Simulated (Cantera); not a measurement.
**Equilibrium for abatement and gas-phase synthesis: NH3 + SO2 + H2**

Input: 1 mol NH3, 0.0092 mol SO2, 0.072 mol H2, equilibrated at 10.0 mbar.

These are equilibrium values from Cantera (NASA tables, ideal gas, pure condensed phases), not measurements of a reactor. Candidate condensed phases: H2O, H2SO4, S; 35 gas species. Rates play no part.

From 1673 K to 2198 K nothing is condensed.

```tsv
T (K)	log p H2	log p N2	log p H	log p H2O	log p H2S	log p S	log p SH
1673	-2.13	-2.62	-5.01	-4.05	-4.55	-6.26	-5.24
1748	-2.13	-2.62	-4.71	-4.05	-4.63	-5.93	-5.10
1823	-2.13	-2.62	-4.43	-4.05	-4.72	-5.65	-4.99
1898	-2.13	-2.62	-4.17	-4.06	-4.83	-5.40	-4.91
1973	-2.13	-2.62	-3.94	-4.06	-4.94	-5.19	-4.85
2048	-2.14	-2.62	-3.72	-4.06	-5.07	-5.02	-4.82
2123	-2.14	-2.63	-3.52	-4.07	-5.21	-4.87	-4.81
2198	-2.15	-2.63	-3.33	-4.07	-5.37	-4.76	-4.82
```
log p: log10 of the partial pressure in bar; nothing condenses.
